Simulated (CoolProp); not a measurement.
Computed with CoolProp (reference Helmholtz-energy equation of state, Wagner 2002).

Q: Give the vapour pressure (kPa), vapour density (kg/m³), liquid cp (kJ/(kg K)), vapour viscosity (µPa s) of saturated water at 618.7 K.

A: 
```csv
T (K),p (kPa),vapour density (kg/m³),liquid cp (kJ/(kg K)),vapour viscosity (µPa s)
618.7,15600,104,9.09,23.1
```

Viscosity comes from a separate model (Huber 2009).
